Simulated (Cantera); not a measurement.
Cantera run:

```python
import numpy as np
import cantera as ct

gas_names = """
    H HO2 H2 H2O H2O2 O OH O2 O3 Pb PbO Pb2
""".split()
cond_names = """
    H2O(s) H2O(L) Pb(cr) Pb(L) PbO(rd) PbO(yw) PbO(L) PbO2(s) Pb3O4(s)
""".split()


def load(file, names, dense=False):
    # The tables refer to 1 bar. Condensed volumes are neglected.
    table = {s.name: s for s in ct.Species.list_from_file(file)}
    out = []
    for n in names:
        d = dict(table[n].input_data)
        d["thermo"] = dict(d["thermo"], **{"reference-pressure": 1e5})
        if dense:
            d["equation-of-state"] = {"model": "constant-volume", "density": "1e6 g/cm^3"}
        out.append(ct.Species.from_dict(d))
    return out


gas = ct.Solution(thermo="ideal-gas", species=load("nasa_gas.yaml", gas_names))
cond = {s.name: ct.Solution(thermo="fixed-stoichiometry", species=[s], name=s.name)
        for s in load("nasa_condensed.yaml", cond_names, dense=True)}
atoms = {
    'PbO': {'Pb': 1, 'O': 1},
    'O2': {'O': 2},
    'H2': {'H': 2},
}
top_T = {'Pb3O4(s)': 820}  # K; cautious upper limits of use, not melting points


def equilibrate(T, P, feed):
    n = {}
    for name, mol in feed.items():
        for a, k in atoms[name].items():
            n[a] = n.get(a, 0.0) + k * mol
    gas.TPX = T, P, n
    mass = sum(n.values()) * gas.mean_molecular_weight
    gas.equilibrate("TP")
    valid = [c for c in cond.values() if c.min_temp <= T <= top_T.get(c.name, c.max_temp)]
    mix = ct.Mixture([(gas, mass / gas.mean_molecular_weight)] + [(c, 0.0) for c in valid])
    mix.T, mix.P = T, P
    mix.equilibrate("TP", solver="vcs", rtol=1e-11, max_steps=5000)
    return mix


results = []
feed = {'PbO': 1, 'O2': 0.25, 'H2': 0.49}  # mol
T = 950  # K
P = 8600  # Pa
mix = equilibrate(T, P, feed)
results.append((T, P, feed, dict(zip(mix.species_names, mix.species_moles))))
print(gas.report(threshold=0.001))
for i in range(1, mix.n_phases):
    print(f"{mix.phase(i).name:16s} {mix.phase_moles(i):12.5e} mol")
```

Result:

```
       temperature   950 K
          pressure   8600 Pa
           density   0.019768 kg/m^3
  mean mol. weight   18.156 kg/kmol
   phase of matter   gas

                          1 kg             1 kmol
                     ---------------   ---------------
          enthalpy       -1.1867e+07       -2.1546e+08  J
   internal energy       -1.2302e+07       -2.2336e+08  J
           entropy             13858        2.5162e+05  J/K
    Gibbs function       -2.5032e+07       -4.5449e+08  J
 heat capacity c_p            2234.5             40570  J/K
 heat capacity c_v            1776.5             32255  J/K

                      mass frac. Y      mole frac. X     chem. pot. / RT
                     ---------------   ---------------   ---------------
               H2O           0.98219            0.9899           -57.785
                O2          0.017802          0.010101           -33.476
     [  +10 minor]         7.649e-06        7.2626e-07

Pb(L)             0.00000e+00 mol
PbO(yw)           1.00000e+00 mol
PbO2(s)           0.00000e+00 mol
```

Equilibrium computed with Cantera from the NASA thermochemical tables; the gas is ideal and each condensed phase is pure.
